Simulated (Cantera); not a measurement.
Feed: 1 mol Si₃H₈, 11 mol N₂, at 1450 °C and 1000 Pa.

Method: chemical equilibrium by Gibbs-energy minimisation in Cantera with the NASA 1993 tables (ideal gas, pure condensed phases). Candidate condensed phases: Si, Si₃N₄; 18 gas species. The feed counts by its element totals alone. Kinetics and transport are ignored.

Base state: N₂ 0.692, H₂ 0.307, H 0.00101, Si 4.81e-5 (mole fractions); condensed: Si₃N₄(s).

What changes in the equilibrium state with this change: temperature from 1450 °C to 725 °C?


```tsv
species	before	after
N₂	0.692	0.692
H₂	0.307	0.308
H	0.00101	1.19e-8
Si	4.81e-5	<1e-9
Si₃N₄(s), mol	1.000	1.00
```
N₂ is the only nitrogen source here; it is nearly inert below about 1500 K, so the nitride shown seldom forms there in practice.
